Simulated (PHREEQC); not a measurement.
TMAH is added in steps, without added water, to 1 kg of water holding 1.1 mmol/kgw NiCl2 and 0.1 mmol/kgw H2SO4, at 25 °C. Oxygen alone is held at its pressure in air (log pO2 = -0.68). The system is closed to CO2. Solids allowed: Ni(OH)2, Ni4(OH)6SO4, Morenosite. Others were left out.

Base run: PHREEQC, ion-association model, wateq4f.dat. Each further column changes one thing. The table gives Ni+2 (mol/kgw).

```
TMAH added (mol)      base  metal-ligand complexes left out  all activity coefficients set to 1  Davies equation for every ion  Debye-Hückel limiting law
----------------  --------  -------------------------------  ----------------------------------  -----------------------------  -------------------------
0                  0.00108                          0.00110                             0.00108                        0.00108                    0.00108
0.0003625          0.00100                          0.00102                            0.000996                        0.00100                    0.00100
0.0005437         0.000914                         0.000928                            0.000907                       0.000914                   0.000914
0.0009063         0.000735                         0.000746                            0.000730                       0.000735                   0.000736
0.001087          0.000646                         0.000656                            0.000641                       0.000646                   0.000646
0.00145           0.000467                         0.000475                            0.000464                       0.000467                   0.000467
0.001813          0.000289                         0.000294                            0.000287                       0.000289                   0.000289
0.001994          0.000200                         0.000203                            0.000198                       0.000200                   0.000200
0.002356           2.17e-5                          2.21e-5                             2.15e-5                        2.17e-5                    2.18e-5
0.002537          4.70e-10                         4.70e-10                            3.34e-10                       4.69e-10                   4.80e-10
0.0029            3.63e-11                         3.63e-11                            2.53e-11                       3.62e-11                   3.72e-11
```

(CH3)4N+ isn't in the database: it is added as a free cation with an ion size of 4 Å. The database's Ni(OH)2 is the aged solid; a fresh precipitate is more soluble.
